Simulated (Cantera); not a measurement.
Thermodynamics of carbon deposition, reforming and gasification, feed C2H2 + O2 + N2 + NH3

A closed system holds: 1 mol C2H2, 0.022 mol O2, 9.3 mol N2, 2.9 mol NH3, at 798.15 K and 1.33 mbar.

Method: chemical equilibrium by Gibbs-energy minimisation in Cantera with the NASA 1993 tables (ideal gas, pure condensed phases). Candidate condensed phases: C, C6H6, C7H8, C8H18, H2O; 136 gas species. Equilibrium is a limit: real reactors are often held back by kinetics, nucleation or transport.

| Quantity | Result |
|---|---|
| x(N2) | 0.666 |
| x(H2) | 0.331 |
| x(CO) | 0.00269 |
| x(CH4) | 0.000202 |
| x(H2O) | 2.92e-5 |
| x(CO2) | 1.02e-6 |
| n(C(graphite)) | 1.95 mol |
| gas amount | 16.14 mol |
